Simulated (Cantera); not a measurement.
Feed: 1 mol SiH4, 0.31 mol NH3, 0.65 mol N2, equilibrated at 1.33 mbar.

Cantera equilibrium calculation (NASA polynomials, part measured and part estimated; ideal gas, pure solids and liquids). Candidate condensed phases: Si, Si3N4; 18 gas species. Kinetics and transport are ignored.

Problem. At 1275 K, list the 3 most abundant gas species with their mole fractions, and the condensed phases.

Solution. H2 0.947, N2 0.0531, H 1.96e-5. Condensed: Si3N4(s).
